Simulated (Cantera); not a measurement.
Mixture: CH4 : C2H6 : O2 : N2 = 1 : 0.28 : 1.66 : 6.95 (molar parts), at 220000 Pa, adiabatic and at constant pressure. Ignition delay is the time to a rise of 400 K.

Cantera simulation using GRI-Mech 3.0 (53 species, 325 reactions); the numbers are that mechanism's predictions, not measurements.

Q: At T0 = 1350 K, what is the delay, and which 5 reactions control it most (d ln τ / d ln k, from doubling and halving each rate constant)?

A: The delay is 0.321 ms.
```json
[
 {"reaction": "CH3 + HO2 <=> CH3O + OH", "d ln τ / d ln k": "-0.63", "faster rate": "shortens it"},
 {"reaction": "H + O2 <=> O + OH", "d ln τ / d ln k": "-0.60", "faster rate": "shortens it"},
 {"reaction": "CH4 + H <=> CH3 + H2", "d ln τ / d ln k": "0.35", "faster rate": "lengthens it"},
 {"reaction": "CH4 + OH <=> CH3 + H2O", "d ln τ / d ln k": "0.31", "faster rate": "lengthens it"},
 {"reaction": "C2H6 + OH <=> C2H5 + H2O", "d ln τ / d ln k": "-0.23", "faster rate": "shortens it"}
]
```
